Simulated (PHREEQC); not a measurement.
0.031 g of hydrous ferric oxide (600 m²/g; 0.2 weak and 0.005 strong sites per Fe, Dzombak-Morel constants, diffuse double layer) in 1 kg of water with 0.005 mol/kgw of an inert sodium salt and 5.1e-06 mol/kgw ZnSO4, 2.2e-05 mol/kgw MnCl2 and 0.00011 mol/kgw Ag2SO4, at 25 °C; the pH is set by adding NaOH or the inert anion's acid. The system is closed to oxygen. The system is closed to CO2. No solid was allowed to form.

Computed with PHREEQC (ion-association model, wateq4f.dat).

| pH | S sorbed (%) | Zn sorbed (%) | Mn sorbed (%) | Ag sorbed (%) | surface charge σ (C/m²) |
|---|---|---|---|---|---|
| 3 | 27.6 | 0.0 | 0.0 | 0.0 | 0.039 |
| 3.5 | 27.5 | 0.0 | 0.0 | 0.0 | 0.036 |
| 4 | 26.8 | 0.0 | 0.0 | 0.0 | 0.034 |
| 4.5 | 24.8 | ___ | 0.0 | 0.0 | 0.032 |
| 5 | 21.1 | 0.5 | 0.0 | 0.1 | 0.029 |
| 5.5 | ___ | 2.6 | 0.1 | 0.2 | 0.025 |
| 6 | 10.5 | 7.5 | 0.3 | 0.4 | 0.020 |
| 6.5 | 5.6 | 15.5 | 0.7 | 0.5 | 0.016 |
| 7 | 2.1 | 36.5 | 1.9 | 0.6 | 0.012 |
| 7.5 | ___ | ___ | 8.0 | 1.1 | 0.008 |
| 8 | 0.1 | 91.1 | 27.6 | ___ | 0.004 |
| 8.5 | 0.0 | 94.6 | 54.7 | 4.1 | 0.002 |
| 9 | 0.0 | 89.5 | 74.2 | 6.6 | 0.001 |

Problem. What belongs in the gaps?

Solution. 
- 4.5, Zn sorbed (%): 0.1
- 5.5, S sorbed (%): 16.0
- 7.5, S sorbed (%): 0.5
- 7.5, Zn sorbed (%): 72.1
- 8, Ag sorbed (%): 2.2

Along this series the solution becomes supersaturated in solids that the run did not let form, among them Cerargyrite. Species that the database lacks are ignored. The oxide is taken as insoluble; below pH 4 it would dissolve.
